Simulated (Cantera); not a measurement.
Input: 1 mol Si2H6, 1.9 mol NO, 2.3 mol H2, held at 325 °C and 10.0 mbar.

Cantera equilibrium calculation (NASA polynomials, part measured and part estimated; ideal gas, pure solids and liquids). Candidate condensed phases: H2O, Si, SiO2, Si2N2O, Si3N4; 35 gas species. The feed counts by its element totals alone. Rates play no part.

Base state: H2 0.955, N2 0.0450, NH3 8.53e-5 (mole fractions); condensed: SiO2(α-quartz) + Si2N2O(s).

Problem. What changes in the equilibrium state with this change: NO from 1.9 to 0.64 mol?

Solution. 
```json
[
 {"species": "H2", "before": "0.955", "after": "1.00"},
 {"species": "N2", "before": "0.0450", "after": "<1e-9"},
 {"species": "NH3", "before": "8.53e-5", "after": "<1e-9"},
 {"species": "SiO2(α-quartz), mol", "before": "0.600", "after": "0.160"},
 {"species": "Si2N2O(s), mol", "before": "0.700", "after": "0.320"},
 {"species": "Si(s), mol", "before": "0", "after": "1.20"}
]
```
